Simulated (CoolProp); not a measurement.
A simple Rankine cycle with R1336mzz(E): condensing at 316.15 K, boiler at 1.41 MPa, turbine inlet 385.5 K, turbine efficiency 0.75, pump efficiency 0.8, no recuperator. Each further row changes one setting.

The numbers come from the reference Helmholtz-energy equation of state, Akasaka 2023 in CoolProp.

| case | thermal efficiency (%) | net work (kJ/kg) | heat in (kJ/kg) | turbine exit temperature (K) | volume ratio over the turbine |
|---|---|---|---|---|---|
| as stated | 8.4 | … | 180 | 350.8 | 4.58 |
| turbine inlet 405.5 K | 8.3 | 16.8 | 202 | 372.4 | 4.37 |
| condensing temperature 308.15 K | 9.5 | 18.2 | 190 | 346.0 | … |
| boiler pressure 0.987 MPa | … | 12.3 | 188 | 362.1 | … |
| turbine efficiency 0.65 | 7.2 | 13.0 | 180 | 353.2 | 4.63 |

Problem. Complete the blanks.

Solution. 
- as stated, net work (kJ/kg): 15.2
- condensing temperature 308.15 K, volume ratio over the turbine: 5.92
- boiler pressure 0.987 MPa, thermal efficiency (%): 6.6
- boiler pressure 0.987 MPa, volume ratio over the turbine: 2.98
